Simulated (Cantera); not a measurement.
What does this Cantera script print?

```python
import numpy as np
import cantera as ct

gas = ct.Solution("gri30.yaml")
gas.TPX = 400, 120000, {'CH3OH': 1, 'O2': 2.03, 'N2': 7.62}
inlet = ct.Reservoir(gas, clone=True)
gas.equilibrate("HP")  # start burning
reactor = ct.IdealGasConstPressureReactor(gas, energy="on", clone=False)
exhaust = ct.Reservoir(gas, clone=True)
tau = [0.46, 0.16, 0.057, 0.02, 0.0072, 0.0026, 0.00091, 0.00032, 0.00011, 4e-05, 1.4e-05, 5.1e-06][0]
for a, b in ((inlet, reactor), (reactor, exhaust)):
    ct.MassFlowController(a, b, mdot=lambda t: reactor.mass / tau)
net = ct.ReactorNet([reactor])
show = ['CH3OH', 'O2', 'CO', 'HCO', 'O', 'HCN']

rows = []
print(f"{'tau/s':>10s}{'T/K':>9s}" + "".join(f"{s:>11s}" for s in show))
for tau in [0.46, 0.16, 0.057, 0.02, 0.0072, 0.0026, 0.00091, 0.00032, 0.00011, 4e-05, 1.4e-05, 5.1e-06]:
    net.initial_time = 0.0
    net.advance(30 * tau)
    before = gas.X
    net.advance(40 * tau)
    drift = np.max(np.abs(gas.X - before) / (gas.X + 1e-9))
    rows.append([gas.T, *gas[show].X, drift])
    print(f"{tau:10.3e}{gas.T:9.1f}" + "".join(f"{x:11.3e}" for x in gas[show].X))
```

Result:

```
     tau/s      T/K      CH3OH         O2         CO        HCO          O        HCN
 4.600e-01   2011.8  4.436e-07  4.709e-02  6.803e-04  6.954e-09  1.719e-04  1.911e-09
 1.600e-01   2009.3  1.132e-06  4.729e-02  8.870e-04  2.002e-08  2.145e-04  1.934e-09
 5.700e-02   2002.6  2.578e-06  4.750e-02  1.353e-03  5.640e-08  3.135e-04  1.866e-09
 2.000e-02   1988.7  5.442e-06  4.788e-02  2.314e-03  1.611e-07  5.266e-04  1.939e-09
 7.200e-03   1964.9  1.076e-05  4.861e-02  3.991e-03  4.463e-07  9.134e-04  2.633e-09
 2.600e-03   1927.5  2.117e-05  4.989e-02  6.644e-03  1.225e-06  1.540e-03  5.392e-09
 9.100e-04   1872.4  4.455e-05  5.206e-02  1.068e-02  3.439e-06  2.419e-03  1.505e-08
 3.200e-04   1799.1  1.064e-04  5.573e-02  1.692e-02  9.635e-06  3.225e-03  4.237e-08
 1.100e-04   1677.1  4.270e-04  6.557e-02  3.237e-02  3.032e-05  2.570e-03  9.153e-08
 4.000e-05    400.0  9.390e-02  1.906e-01 -9.753e-17 -4.807e-34  1.930e-30 -2.472e-22
 1.400e-05    400.0  9.390e-02  1.906e-01 -1.814e-19 -3.907e-41  3.503e-33 -4.598e-25
 5.100e-06    400.0  9.390e-02  1.906e-01 -1.146e-20 -2.461e-42  2.455e-35 -2.905e-26
```

Computed with Cantera and GRI-Mech 3.0 (53 species, 325 reactions). GRI-Mech 3.0 was tuned for natural gas; its chemistry of methanol as a main component is partial and can be far from experiment.
